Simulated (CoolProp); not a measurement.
CH2F2 (R32) along the isobar 14.2 MPa: density (kg/m³) from the reference equation and from simpler models built on Tc = 351.3 K, pc = 5.783 MPa, ω = 0.277; each cubic takes its own stable root.

Values from CoolProp's reference Helmholtz-energy equation of state, Tillner-Roth 1997.

```tsv
T (K)	phase	reference
271.8	liquid	1102
282.7	liquid	1070
293.5	liquid	1037
304.4	liquid	1002
315.3	liquid	965.0
326.2	liquid	925.4
337.1	liquid	882.6
348	liquid	835.7
358.8	supercritical	784.0
369.7	supercritical	725.0
380.6	supercritical	658.2
391.5	supercritical	584.6
402.4	supercritical	509.8
413.2	supercritical	443.5
424.1	supercritical	389.8
435	supercritical	348.4
```

**Question.** How far does each simpler model (van der Waals, Peng-Robinson) lie from the reference over these 16 states: mean and median of the absolute difference, and the worst?

**Answer.** 
- van der Waals: mean 31.6 %, median 38.4 %, worst -45.2 % at 271.8 K and 14.2 MPa
- Peng-Robinson: mean 13.9 %, median 13.7 %, worst -17.9 % at 380.6 K and 14.2 MPa
